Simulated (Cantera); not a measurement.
An adiabatic, constant-pressure homogeneous reactor starts with 18.2 % CO, 1.18 % H2, 3.27 % CH4, 16.2 % O2, 61.1 % N2, at 998 K and 480000 Pa.

Computed with Cantera and GRI-Mech 3.0 (53 species, 325 reactions). Below about 1000 K GRI-Mech 3.0 lacks low-temperature oxidation paths.

One state of this run: T (K) = 2674; x CO = 0.0508; x H2 = 0.00320; x CH4 = <1e-12; x H2O = 0.0752; x CH2O = 3.13e-10; x O2 = 0.0199; x O = 0.00209. x: mole fraction; the columns are a selection and need not sum to one.

Task: Which value of t (s) does it belong to?
(A) 8.45e-6
(B) 0.300
(C) 1.79e-5
(D) 0.000169

Result: B, 0.300
